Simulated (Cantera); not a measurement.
A closed system holds: 1 mol Fe3O4, 4.9 mol H2, equilibrated at 2173 K and 0.360 bar.

Equilibrium computed with Cantera from the NASA thermochemical tables; the gas is ideal and each condensed phase is pure. Candidate condensed phases: Fe, FeO, Fe(OH)2, Fe(OH)3, Fe2O3, Fe3O4, H2O; 12 gas species. Each liquid is taken as pure. Mutual solubility and eutectic melting of coexisting phases are not modelled. The tables' stoichiometric FeO is somewhat more stable than real wüstite, so its field is too wide. FeO: taken at fixed stoichiometry. The numbers say what is thermodynamically allowed, not how fast it happens.

Base state: H2 0.667, H2O 0.320, H 0.00657, Fe 0.00600, OH 0.000422, Fe(OH)2 0.000256, FeO 8.40e-5 (mole fractions); condensed: Fe(l) + FeO(l).

**Question.** What changes in the equilibrium state with this change: Fe3O4 replaced by PbS?

**Answer.** 
```csv
species,before,after
H2,0.667,0.764
Pb,0,0.0891
PbS,0,0.0743
H2O,0.320,0
H2S,0,0.0268
S2,0,0.0233
SH,0,0.0136
Fe,0.00600,0
S,0,0.00230
OH,0.000422,0
"Fe(l), mol",0.555,0
"FeO(l), mol",2.41,0
```
Further candidate phases: Pb, PbS, S.
